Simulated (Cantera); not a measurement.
Charge: 1 mol PbO, 1.1 mol H2, 6.6 mol CO, equilibrated at 2.10 Torr.

Cantera equilibrium calculation (NASA polynomials, part measured and part estimated; ideal gas, pure solids and liquids). Candidate condensed phases: C, C6H6, C7H8, C8H18, H2O, Pb, PbO, PbO2, Pb3O4; 113 gas species. The numbers say what is thermodynamically allowed, not how fast it happens.

log p: log10 of the partial pressure in bar; n: condensed amount in mol.

| T (K) | log p CO | log p CO2 | log p H2 | log p Pb | log p H2O | log p H | log p CH4 | n C(graphite) | n Pb(l) |
|---|---|---|---|---|---|---|---|---|---|
| 800 | -2.70 | -3.40 | -3.41 | -7.21 | -4.74 | -13.24 | -6.69 | 0.117 | 1.000 |
| 900 | -2.69 | -3.47 | -3.43 | [?] | [?] | [?] | [?] | 0 | 0.996 |
| 1000 | -2.69 | -3.49 | -3.45 | [?] | [?] | [?] | [?] | 0 | 0.955 |
| 1100 | -2.70 | -3.53 | -3.48 | -3.92 | -4.30 | -9.33 | -11.33 | 0 | 0.652 |
| 1200 | -2.73 | -3.58 | -3.53 | -3.49 | -4.24 | -8.47 | -12.46 | 0 | 0 |
| 1300 | -2.73 | -3.60 | -3.54 | -3.49 | -4.17 | -7.73 | -13.34 | 0 | 0 |
| 1400 | -2.73 | -3.61 | -3.56 | -3.49 | -4.11 | -7.09 | -14.09 | 0 | 0 |
| 1500 | -2.72 | -3.63 | -3.57 | -3.49 | -4.06 | -6.54 | <-14 | 0 | 0 |
| 1600 | -2.72 | -3.64 | -3.59 | -3.49 | -4.03 | -6.06 | <-14 | 0 | 0 |

Problem. Fill in the missing entries.

Solution. 
- 1000, log p Pb: -4.79
- 1000, log p H2O: -4.41
- 1000, log p H: -10.37
- 1000, log p CH4: -10.04
- 900, log p Pb: -5.86
- 900, log p H2O: -4.58
- 900, log p H: -11.65
- 900, log p CH4: -8.51
